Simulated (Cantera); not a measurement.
Feed: 1 mol c-C₄F₈, 9.4 mol H₂, held at 2448.15 K and 0.0825 Torr.

Equilibrium computed with Cantera from the NASA thermochemical tables; the gas is ideal and each condensed phase is pure. Candidate condensed phases: C, C₆H₆, C₇H₈, C₈H₁₈; 95 gas species. The feed counts by its element totals alone. Rates play no part.

Problem. What is the equilibrium state?

Solution. 
```
Quantity                Result
-------------------  ---------
x(H)                     0.482
x(HF)                    0.443
x(H₂)                   0.0645
x(F)                   0.00603
x(C₃)                  0.00198
x(C)                  0.000731
x(C₂H₂ (acetylene))   0.000558
x(C₂H)                0.000268
x(C₂)                 0.000181
n(C(graphite))        3.84 mol
gas amount           17.80 mol
```
